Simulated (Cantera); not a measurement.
# Equilibrium for tantalum, niobium, vanadium and zirconium in process gases: Zr + N₂ + H₂

Charge: 1 mol Zr, 0.15 mol N₂, 73 mol H₂, held at 1.33 mbar.

These are equilibrium values from Cantera (NASA tables, ideal gas, pure condensed phases), not measurements of a reactor. Candidate condensed phases: Zr, ZrN; 11 gas species. Mutual solubility and eutectic melting of coexisting phases are not modelled. ZrN: taken at fixed stoichiometry. Condensed phases not in the tables: N, O or C dissolved in the metal. Equilibrium is a limit: real reactors are often held back by kinetics, nucleation or transport.

| T (K) | x H₂ | x H | x Zr | x N₂ | x N | x NH | n Zr(β) | n ZrN(s) | n Zr(l) |
|---|---|---|---|---|---|---|---|---|---|
| 1298 | 1.000 | 2.93e-5 | <1e-12 | <1e-12 | <1e-12 | <1e-12 | 0.700 | 0.300 | 0 |
| 1398 | 1.000 | 0.000130 | <1e-12 | <1e-12 | <1e-12 | <1e-12 | 0.700 | 0.300 | 0 |
| 1498 | 1.000 | 0.000471 | 9.75e-12 | <1e-12 | <1e-12 | <1e-12 | 0.700 | 0.300 | 0 |
| 1598 | 0.999 | 0.00146 | 2.02e-10 | 4.47e-12 | <1e-12 | <1e-12 | 0.700 | 0.300 | 0 |
| 1698 | 0.996 | 0.00395 | 2.93e-9 | 1.09e-10 | <1e-12 | <1e-12 | 0.700 | 0.300 | 0 |
| 1798 | 0.990 | 0.00960 | 3.15e-8 | 1.84e-9 | <1e-12 | <1e-12 | 0.700 | 0.300 | 0 |
| 1898 | 0.979 | 0.0212 | 2.63e-7 | 2.31e-8 | <1e-12 | <1e-12 | 0.700 | 0.300 | 0 |
| 1998 | 0.957 | 0.0430 | 1.78e-6 | 2.23e-7 | 1.13e-11 | 2.37e-12 | 0.700 | 0.300 | 0 |
| 2098 | 0.919 | 0.0808 | 9.97e-6 | 1.72e-6 | 1.25e-10 | 1.80e-11 | 0.700 | 0.300 | 0 |
| 2198 | 0.859 | 0.141 | 4.59e-5 | 1.19e-5 | 1.15e-9 | 1.16e-10 | 0 | 0.298 | 0.698 |
| 2298 | 0.770 | 0.230 | 0.000182 | 7.18e-5 | 8.87e-9 | 6.31e-10 | 0 | 0.288 | 0.697 |
| 2398 | 0.651 | 0.348 | 0.000643 | 0.000372 | 5.76e-8 | 2.88e-9 | 0 | 0.234 | 0.709 |
| 2498 | 0.509 | 0.487 | 0.00204 | 0.00155 | 3.09e-7 | 1.06e-8 | 0 | 0 | 0.802 |
| 2598 | 0.364 | 0.629 | 0.00594 | 0.00139 | 7.16e-7 | 1.66e-8 | 0 | 0 | 0.361 |
x: gas mole fraction; n: condensed amount in mol.

From 1298 K to 2098 K the condensed part is Zr(β) + ZrN(s). From 2198 K to 2398 K the condensed part is Zr(l) + ZrN(s). From 2498 K to 2598 K the condensed part is Zr(l).
